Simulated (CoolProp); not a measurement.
Vapour-liquid equilibrium of carbon dioxide (1) + CH2F2 (R32) (2) at 9.42 bar; x and y are mole fractions of (1).

Values from CoolProp's multi-fluid Helmholtz-energy mixture model, Span 1996 and Tillner-Roth 1997; pair parameters Bell 2016.

| x | bubble temperature (°C) | y at the bubble point | dew temperature at overall composition x (°C) | liquid density (mol/L) |
|---|---|---|---|---|
| 0.05 | 0.2 | 0.154 | 3.3 | 20.32 |
| 0.15 | -7.8 | 0.396 | 0.3 | [?] |
| 0.25 | -14.6 | 0.566 | -2.8 | [?] |
| 0.35 | -20.2 | 0.686 | -6.2 | 22.14 |
| 0.45 | -24.9 | 0.772 | -9.8 | 22.67 |
| 0.55 | [?] | 0.836 | -13.9 | [?] |
| 0.65 | [?] | 0.886 | -18.4 | 23.69 |
| 0.75 | -35.4 | 0.925 | -23.7 | 24.20 |
| 0.85 | -38.1 | 0.958 | -29.9 | 24.71 |
| 0.95 | -40.6 | 0.987 | -37.4 | 25.25 |

**Question.** Some entries are withheld; supply them.

**Answer.** 
- 0.15, liquid density (mol/L): 20.98
- 0.25, liquid density (mol/L): 21.58
- 0.55, bubble temperature (°C): -28.9
- 0.55, liquid density (mol/L): 23.18
- 0.65, bubble temperature (°C): -32.4

No azeotrope shows between x = 0.05 and 0.95.

The pair parameters rest on a limited set of measurements; away from them the model extrapolates.
